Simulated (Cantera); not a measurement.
A Cantera script and what it prints.

```python
import numpy as np
import cantera as ct

gas_names = """
    OH NO2 ZrO2 H2
""".split()
cond_names = """
    ZrN(s) ZrN(L)
""".split()


def load(file, names, dense=False):
    # The tables refer to 1 bar. Condensed volumes are neglected.
    table = {s.name: s for s in ct.Species.list_from_file(file)}
    out = []
    for n in names:
        d = dict(table[n].input_data)
        d["thermo"] = dict(d["thermo"], **{"reference-pressure": 1e5})
        if dense:
            d["equation-of-state"] = {"model": "constant-volume", "density": "1e6 g/cm^3"}
        out.append(ct.Species.from_dict(d))
    return out


species = {s.name: s for s in load("nasa_gas.yaml", gas_names) + load("nasa_condensed.yaml", cond_names)}
# Each term lists the table entries of one substance; the one whose range holds T is used.
reactions = {
    'ZrN + 4 OH(g) = NO2(g) + ZrO2(g) + 2 H2(g)':
        [(-1, ['ZrN(s)', 'ZrN(L)']), (-4, ['OH']), (1, ['NO2']), (1, ['ZrO2']), (2, ['H2'])],
}


def pick(names, T):
    return next(species[n] for n in names if species[n].thermo.min_temp <= T <= species[n].thermo.max_temp)


results = []
for label, terms in reactions.items():
    print(label)
    print("     T/K   dH/kJ  dS/(J/K)   dG/kJ   log10 K")
    for T in [675, 825, 975, 1125, 1275, 1425, 1575, 1725]:
        used = [(nu, pick(names, T)) for nu, names in terms]
        dH = sum(nu * s.thermo.h(T) for nu, s in used) / 1e6
        dS = sum(nu * s.thermo.s(T) for nu, s in used) / 1e3
        dG = dH - T * dS / 1e3
        logK = -dG * 1e6 / (ct.gas_constant * T * np.log(10))
        results.append((label, T, dH, dS, dG, logK, [s.name for _, s in used]))
        print(f"{T:8g} {dH:8.1f} {dS:8.1f} {dG:8.1f} {logK:8.2f}")
```

It prints:

```
ZrN + 4 OH(g) = NO2(g) + ZrO2(g) + 2 H2(g)
     T/K   dH/kJ  dS/(J/K)   dG/kJ   log10 K
     675    -48.7     -9.1    -42.5     3.29
     825    -49.6    -10.3    -41.1     2.60
     975    -50.4    -11.2    -39.5     2.11
    1125    -51.4    -12.1    -37.7     1.75
    1275    -52.5    -13.1    -35.8     1.47
    1425    -53.9    -14.1    -33.8     1.24
    1575    -55.5    -15.2    -31.6     1.05
    1725    -57.2    -16.2    -29.2     0.88
```

Cantera with NASA thermochemical tables; ideal gases at 1 bar, condensed phases pure. ZrN: taken at fixed stoichiometry. Condensed species are held in their standard states even where they would react or evaporate.
